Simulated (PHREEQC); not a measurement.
# Polishing slurry liquid: an equilibrium model

Make-up at 20 °C: 1.1 mol/kgw HNO3, 0.0013 mol/kgw K2SO4 and 0.061 mol/kgw H3BO3. Closed to the air; pH follows from the charge balance.

Model: ion-association model, wateq4f.dat, run in PHREEQC.

Each row changes one thing in this solution. Precipitation was switched off in this run.

| case | pH | HSO4- (mol/kgw) | SO4-2 (mol/kgw) | KSO4- (mol/kgw) | H2BO3- (mol/kgw) |
|---|---|---|---|---|---|
| as made | 0.09 | 0.00123 | 7.13e-5 | 1.63e-7 | 9.76e-11 |
| temperature from 20 to 25 °C | 0.09 | 0.00123 | (withheld) | 1.61e-7 | 1.08e-10 |
| K2SO4 from 0.0013 to 0.013 mol/kgw | 0.09 | 0.0123 | 0.000722 | (withheld) | 9.91e-11 |
| diluted 2-fold with water | 0.38 | 0.000596 | (withheld) | 8.36e-8 | 7.42e-11 |
| diluted 10-fold with water | (withheld) | 0.000102 | 2.75e-5 | 1.62e-8 | 4.92e-11 |
| H3BO3 from 0.061 to 0.61 mol/kgw | 0.09 | 0.00123 | 7.13e-5 | 1.63e-7 | 9.76e-10 |

Problem. Complete the blanks.

Solution. 
- temperature from 20 to 25 °C, SO4-2 (mol/kgw): 6.51e-5
- K2SO4 from 0.0013 to 0.013 mol/kgw, KSO4- (mol/kgw): 1.64e-5
- diluted 2-fold with water, SO4-2 (mol/kgw): 5.39e-5
- diluted 10-fold with water, pH: 1.04

The ionic strength passes 0.7 mol/kgw, the rough limit of the ion-association models, in as made; temperature from 20 to 25 °C; K2SO4 from 0.0013 to 0.013 mol/kgw; H3BO3 from 0.061 to 0.61 mol/kgw.
